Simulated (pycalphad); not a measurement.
An equivalent pycalphad script:

```python
from pycalphad import Database, equilibrium, calculate, variables as v
import numpy as np
db = Database('COST507.tdb')
comps = ['TI', 'HF', 'B', 'VA']
phases = ['B2M', 'B2TI', 'B4M3', 'B4TI3', 'BCC_A2', 'BETA_RHOMBO_B', 'BM', 'BTI', 'HCP_A3', 'LIQUID']
eq = equilibrium(db, comps, phases, {v.X('HF'): 0.0101, v.X('B'): 0.132, v.T: np.arange(2850, 499, -75), v.P: 101325, v.N: 1}, output=['HM', 'SM'])
```

CALPHAD calculation (pycalphad, COST 507 light-alloy database (1999)), 1 atm. These are 1990s assessments: newer ones move some temperatures and phases. Amounts are mole fractions of atoms. Kinetics are ignored, which matters at the lower temperatures.

Results at three of the temperatures:

```
T = 2325.00 K, P = 101325 Pa, N = 1 mol of atoms
G = -173660 J/mol, H = 71818 J/mol, S = 105.58 J/(mol K)  (SER reference)
chemical potentials (J/mol): Ti -162185, Hf -280899, B -240037
phase             fraction      x(Ti)      x(Hf)       x(B)
LIQUID              1.0000     0.8579     0.0101     0.1320
```

```
T = 1575.00 K, P = 101325 Pa, N = 1 mol of atoms
G = -103431 J/mol, H = 19133 J/mol, S = 77.82 J/(mol K)  (SER reference)
chemical potentials (J/mol): Ti -88604, Hf -169536, B -194737
phase             fraction      x(Ti)      x(Hf)       x(B)
BCC_A2              0.7388     0.9848     0.0133     0.0019
BM                  0.2612     0.4989     0.0011     0.5000
```

```
T = 600.00 K, P = 101325 Pa, N = 1 mol of atoms
G = -41361 J/mol, H = -13964 J/mol, S = 45.66 J/(mol K)  (SER reference)
chemical potentials (J/mol): Ti -21625, Hf -43593, B -169463
phase             fraction      x(Ti)      x(Hf)       x(B)
HCP_A3              0.7362     0.9862     0.0136   0.000164
BM                  0.2638     0.4997   0.000293     0.5000
```

Changes of the phase set, refined by bisection:

| T (K) | phases above | phases below |
|---|---|---|
| 1919.4 | liquid | BM + liquid |
| 1814.2 | BM + liquid | bcc + BM |
| 1146.4 | bcc + BM | bcc + BM + hcp |
| 1143.3 | bcc + BM + hcp | BM + hcp |

Database names, with the compositions (at.%) that they take in these runs: BM: Ti 50 B 50. BCC_A2 is bcc; HCP_A3 is hcp.
